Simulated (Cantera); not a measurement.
A freely propagating, adiabatic, planar premixed flame of CH4 : O2 : N2 = 1 : 2.9 : 10.9 (molar parts), equivalence ratio 0.69, unburnt at 548 K and 750 Torr; unity-Lewis-number transport, grid criteria slope 0.08 and curve 0.16, no radiation.

Model: GRI-Mech 3.0 (53 species, 325 reactions), integrated in Cantera. Unity Lewis numbers drop preferential diffusion, which matters most where H2 and H carry the flame. Burning velocities carry a grid error of a few per cent, more on coarse grids.

**Question.** Predict: laminar burning velocity; thermal thickness; peak x(C2H4); peak x(CH2); peak x(CH2O).

**Answer.** 
- laminar burning velocity: 61.2 cm/s
- thermal thickness: 0.443 mm
- peak x(C2H4): 0.000156
- peak x(CH2): 1.74e-5
- peak x(CH2O): 0.000759
